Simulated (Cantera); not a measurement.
Feed: 1 mol CuO, 4.8 mol C, 0.84 mol N₂, at 0.000120 bar.

These are equilibrium values from Cantera (NASA tables, ideal gas, pure condensed phases), not measurements of a reactor. Candidate condensed phases: C, Cu, CuO, Cu₂O; 27 gas species. Kinetics and transport are ignored.

x: gas mole fraction; n: condensed amount in mol.

| T (K) | x CO | x N₂ | x Cu | x CO₂ | x Cu₂ | x CN | x C₃ | n C(graphite) | n Cu(s) | n Cu(l) |
|---|---|---|---|---|---|---|---|---|---|---|
| 800 | 0.538 | 0.458 | 5.61e-12 | 0.00344 | <1e-12 | <1e-12 | <1e-12 | 3.81 | 1.00 | 0 |
| 900 | 0.543 | 0.457 | ? | ? | <1e-12 | <1e-12 | <1e-12 | 3.80 | 1.00 | 0 |
| 1000 | 0.543 | 0.457 | 1.30e-7 | 2.01e-5 | <1e-12 | <1e-12 | <1e-12 | 3.80 | 1.00 | 0 |
| 1100 | 0.543 | 0.457 | 4.96e-6 | 3.13e-6 | 3.97e-11 | <1e-12 | <1e-12 | 3.80 | 1.000 | 0 |
| 1200 | 0.543 | 0.456 | ? | ? | ? | <1e-12 | <1e-12 | 3.80 | 1.000 | 0 |
| 1300 | 0.543 | 0.456 | 0.00131 | 1.83e-7 | 1.08e-7 | 2.54e-11 | <1e-12 | 3.80 | 0.998 | 0 |
| 1400 | 0.537 | 0.451 | 0.0112 | 5.95e-8 | 2.19e-6 | 4.56e-10 | <1e-12 | 3.80 | 0 | 0.979 |
| 1500 | 0.506 | 0.425 | 0.0685 | 2.04e-8 | 2.69e-5 | 5.42e-9 | <1e-12 | 3.80 | 0 | 0.865 |
| 1600 | 0.363 | 0.305 | 0.331 | 4.61e-9 | 0.000237 | 4.10e-8 | <1e-12 | 3.80 | 0 | 0.0867 |
| 1700 | 0.352 | 0.296 | 0.352 | 2.10e-9 | 0.000113 | 2.77e-7 | 3.74e-11 | 3.80 | 0 | 0 |
| 1800 | 0.352 | 0.296 | 0.352 | 1.11e-9 | 5.27e-5 | 1.54e-6 | 9.55e-10 | 3.80 | 0 | 0 |
| 1900 | 0.352 | 0.296 | 0.352 | 6.31e-10 | 2.65e-5 | 7.09e-6 | 1.72e-8 | 3.80 | 0 | 0 |
| 2000 | 0.352 | 0.296 | 0.352 | 3.80e-10 | 1.43e-5 | 2.80e-5 | 2.31e-7 | 3.80 | 0 | 0 |
| 2100 | 0.352 | 0.296 | 0.352 | 2.42e-10 | 8.14e-6 | 9.71e-5 | 2.41e-6 | 3.80 | 0 | 0 |

**Question.** Some entries are withheld; supply them.

**Answer.** 
- 1200, x Cu: 0.000102
- 1200, x CO₂: 6.70e-7
- 1200, x Cu₂: 2.91e-9
- 900, x Cu: 1.50e-9
- 900, x CO₂: 0.000198
